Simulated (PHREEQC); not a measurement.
Consider water at 25 °C with 6.4 mmol/kgw H2SO4 and 110 mmol/kgw MnSO4. Closed to the air; pH follows from the charge balance.

Computed with PHREEQC (Pitzer model, pitzer.dat).

```
quantity                  before  after
------------------------  ------  -----
pH                          2.49   2.31
ionic strength (mol/kgw)   0.444  0.446
SO4-2 (mol/kgw)            0.109  0.108
```

**Question.** Which change was made?
(A) H2SO4 from 0.0064 to 0.064 mol/kgw
(B) MnSO4 from 0.11 to 0.011 mol/kgw
(C) MnSO4 from 0.11 to 0.055 mol/kgw
(D) H2SO4 from 0.0064 to 0.0096 mol/kgw

**Answer.** D, H2SO4 from 0.0064 to 0.0096 mol/kgw

Precipitation was switched off in this run.
